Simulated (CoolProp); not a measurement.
Properties of vinyl chloride along the isobar 5.96 bar (Tc = 425.0 K, pc = 56.00 bar, ω = 0.160).

The numbers come from the reference Helmholtz-energy equation of state, Thol 2022 in CoolProp.

```
T (K)   phase        Z  cp (kJ/(kg K))  speed of sound (m/s)
-----  ------  -------  --------------  --------------------
158.3  liquid  0.02459           1.614                  1565
166.5  liquid  0.02370           1.581                  1524
174.7  liquid  0.02289           1.554                  1482
182.9  liquid  0.02216           1.531                  1441
191.1  liquid  0.02150           1.513                  1400
199.3  liquid  0.02089           1.499                  1358
207.5  liquid  0.02034           1.488                  1317
215.7  liquid  0.01984           1.480                  1276
223.9  liquid  0.01938           1.475                  1235
232.1  liquid  0.01895           1.472                  1194
240.3  liquid  0.01857           1.472                  1153
248.5  liquid  0.01821           1.474                  1112
256.7  liquid  0.01789           1.478                  1072
264.9  liquid  0.01760           1.484                  1031
273.1  liquid  0.01734           1.492                 990.4
```
